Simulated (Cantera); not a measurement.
Input: 1 mol AlCl3, 32 mol H2O, 24 mol N2, equilibrated at 2.40 Torr.

Method: chemical equilibrium by Gibbs-energy minimisation in Cantera with the NASA 1993 tables (ideal gas, pure condensed phases). Candidate condensed phases: Al, AlCl3, AlN, Al2O3, H2O, NH4Cl; 45 gas species. Condensed phases not in the tables: AlOCl. Kinetics and transport are ignored.

x: gas mole fraction; n: condensed amount in mol.

```tsv
T (K)	x H2O	x N2	x HCl	x H2	x O2	x OH	x Cl	n Al2O3(s)
650	0.530	0.417	0.0522	6.65e-10	<1e-12	<1e-12	5.79e-11	0.500
850	0.530	0.417	0.0522	6.73e-8	___	4.19e-10	7.31e-8	0.500
1050	0.530	0.417	0.0522	3.68e-6	___	1.27e-7	3.56e-6	0.500
1250	0.530	0.417	0.0521	7.02e-5	___	5.58e-6	4.55e-5	0.500
1450	0.530	0.417	0.0519	0.000618	___	8.54e-5	0.000284	0.500
1650	0.526	0.416	0.0509	0.00325	___	0.000670	0.00112	0.500
1850	0.514	0.414	0.0485	0.0119	___	0.00332	0.00322	0.500
```

Task: What belongs in the gaps?

Result: 
- 850, x O2: 4.08e-9
- 1050, x O2: 8.49e-7
- 1250, x O2: 2.12e-5
- 1450, x O2: 0.000206
- 1650, x O2: 0.00113
- 1850, x O2: 0.00420
